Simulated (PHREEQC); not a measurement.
Solution (25 °C): 0.04 mol HF and 0.12 mol NH4F per kg of water. Closed to the air; pH follows from the charge balance.

The numbers come from PHREEQC with the ion-association model, phreeqc.dat.

No solid was allowed to form.

Predict the pH.

pH 3.62.

In which forms is F present?

F- 68 %, HF 18 %, HF2- 15 % of the F.

Complexes and solids missing from the database can't appear.
